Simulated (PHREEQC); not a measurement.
Consider water at 25 °C with 0.019 mol CuSO4, 0.00079 mol H2SO4 and 0.15 mol KCl per kg of water. Closed to the air; pH follows from the charge balance.

Model: ion-association model, phreeqc.dat, run in PHREEQC.

This is a speciation only: nothing precipitates in the calculation.

**Question.** Order these Cu species by the share of Cu that they hold, largest first: CuCl2, CuSO4, Cu+2, CuCl+.

**Answer.** Cu+2 (73 %), CuSO4 (17 %), CuCl+ (9.5 %), CuCl2 (0.37 %)

**Question.** Order these S species by the share of S that they hold, largest first: KSO4-, SO4-2, CuSO4, HSO4-.

**Answer.** SO4-2 (63 %), KSO4- (18 %), CuSO4 (16 %), HSO4- (2.2 %)

The pH is 3.04 and the ionic strength 0.204 mol/kgw.
